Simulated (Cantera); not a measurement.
A closed system holds: 1 mol Mg(OH)2, 0.053 mol C, 0.048 mol O2, at 402 °C and 7.90 bar.

Equilibrium computed with Cantera from the NASA thermochemical tables; the gas is ideal and each condensed phase is pure. Candidate condensed phases: C, C6H6, C7H8, C8H18, H2O, Mg, MgCO3, MgO, Mg(OH)2; 116 gas species. Kinetics and transport are ignored.

Base state: H2O 0.940, CO2 0.0503, H2 0.00932, CO 4.16e-5, CH4 3.30e-5 (mole fractions); condensed: MgO(s).

Question: What changes in the equilibrium state with this change: Mg(OH)2 replaced by Ca(OH)2?

Answer: 
```tsv
species	before	after
H2O	0.940	0.820
H2	0.00932	0.177
CH4	3.30e-5	0.00334
CO2	0.0503	3.00e-5
CO	4.16e-5	5.40e-7
MgO(s), mol	1.00	0
CaCO3(calcite), mol	0	0.0528
Ca(OH)2(s), mol	0	0.947
```
Further candidate phases: Ca, CaCO3, CaO, Ca(OH)2.

Question: What changes in the equilibrium state with this change: C from 0.053 to 0.43 mol?

Answer: 
```csv
species,before,after
H2O,0.940,0.631
CH4,3.30e-5,0.189
CO2,0.0503,0.126
H2,0.00932,0.0528
CO,4.16e-5,0.000882
"MgO(s), mol",1.00,0.868
"MgCO3(s), mol",0,0.132
```
